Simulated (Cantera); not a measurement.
A perfectly stirred reactor is fed with CH4 : CO2 = 1 : 2.1 (molar parts), at 1.00 atm; it is held at 1875 K, and followed from long to short residence time.

Computed with Cantera and GRI-Mech 3.0 (53 species, 325 reactions).

Question: What does this change do: temperature 1875 to 1450 K?

Answer: 
| quantity | before | after |
|---|---|---|
| x(CH4) at τ = 1.00 s | 0.00421 | 0.200 |
| x(CO2) at τ = 1.00 s | 0.0811 | 0.533 |
| x(H2O2) at τ = 1.00 s | 1.10e-11 | <1e-12 |
| x(O2) at τ = 1.00 s | 3.63e-9 | <1e-12 |
| x(C2H2) at τ = 1.00 s | 0.00326 | 0.0421 |
| x(CH4) at τ = 9.70 ms | 0.0411 | 0.321 |
| x(CO2) at τ = 9.70 ms | 0.254 | 0.677 |
| x(H2O2) at τ = 9.70 ms | 3.09e-11 | <1e-12 |
| x(O2) at τ = 9.70 ms | 5.30e-9 | <1e-12 |
| x(C2H2) at τ = 9.70 ms | 0.0716 | 4.85e-5 |

Question: What does this change do: pressure from 1.00 atm to 9.18 atm?

Answer: 
```csv
quantity,before,after
x(CH4) at τ = 1.00 s,0.00421,0.00341
x(CO2) at τ = 1.00 s,0.0811,0.0778
x(H2O2) at τ = 1.00 s,1.10e-11,1.09e-11
x(O2) at τ = 1.00 s,3.63e-9,4.16e-10
x(C2H2) at τ = 1.00 s,0.00326,0.00108
x(CH4) at τ = 9.70 ms,0.0411,0.0314
x(CO2) at τ = 9.70 ms,0.254,0.184
x(H2O2) at τ = 9.70 ms,3.09e-11,3.65e-11
x(O2) at τ = 9.70 ms,5.30e-9,1.18e-9
x(C2H2) at τ = 9.70 ms,0.0716,0.0507
```

Question: What does this change do: pressure from 1.00 atm to 4.93 atm?

Answer: 
```json
[
 {"quantity": "x(CH4) at τ = 1.00 s", "before": "0.00421", "after": "0.00362"},
 {"quantity": "x(CO2) at τ = 1.00 s", "before": "0.0811", "after": "0.0785"},
 {"quantity": "x(H2O2) at τ = 1.00 s", "before": "1.10e-11", "after": "1.10e-11"},
 {"quantity": "x(O2) at τ = 1.00 s", "before": "3.63e-9", "after": "7.70e-10"},
 {"quantity": "x(C2H2) at τ = 1.00 s", "before": "0.00326", "after": "0.00156"},
 {"quantity": "x(CH4) at τ = 9.70 ms", "before": "0.0411", "after": "0.0330"},
 {"quantity": "x(CO2) at τ = 9.70 ms", "before": "0.254", "after": "0.200"},
 {"quantity": "x(H2O2) at τ = 9.70 ms", "before": "3.09e-11", "after": "3.79e-11"},
 {"quantity": "x(O2) at τ = 9.70 ms", "before": "5.30e-9", "after": "1.92e-9"},
 {"quantity": "x(C2H2) at τ = 9.70 ms", "before": "0.0716", "after": "0.0571"}
]
```
